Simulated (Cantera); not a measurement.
Charge: 1 mol FeS, 0.14 mol SO₃, 0.15 mol O₂, equilibrated at 875 K and 0.0100 bar.

Cantera equilibrium calculation (NASA polynomials, part measured and part estimated; ideal gas, pure solids and liquids). Candidate condensed phases: Fe, FeO, FeS, FeSO₄, FeS₂, Fe₂O₃, Fe₂(SO₄)₃, Fe₃O₄, S; 12 gas species. FeS: taken at fixed stoichiometry. Gases not in the tables: S₃ to S₇. Equilibrium is a limit: real reactors are often held back by kinetics, nucleation or transport.

Base state: SO₂ 0.968, S₂ 0.0307, S₂O 0.00142, SO 1.06e-5 (mole fractions); condensed: FeS(s) + Fe₃O₄(s).

**Question.** What changes in the equilibrium state with this change: 0.13 mol H₂ added?

**Answer.** 
```tsv
species	before	after
SO₂	0.968	0.621
H₂O	0	0.351
S₂	0.0307	0.0215
H₂S	0	0.00481
H₂	0	0.000518
S₂O	0.00142	0.000872
SO	1.06e-5	7.78e-6
FeS(s), mol	0.858	0.896
Fe₃O₄(s), mol	0.0475	0.0348
```
Further candidate phases: Fe(OH)₂, Fe(OH)₃, H₂O, H₂SO₄.

**Question.** What changes in the equilibrium state with this change: temperature from 875 K to 1175 K?

**Answer.** 
```csv
species,before,after
SO₂,0.968,0.882
S₂,0.0307,0.113
S₂O,0.00142,0.00316
SO,1.06e-5,0.00100
"FeS(s), mol",0.858,0.829
"Fe₃O₄(s), mol",0.0475,0.0569
```
Mutual solubility and eutectic melting of coexisting phases are not modelled.
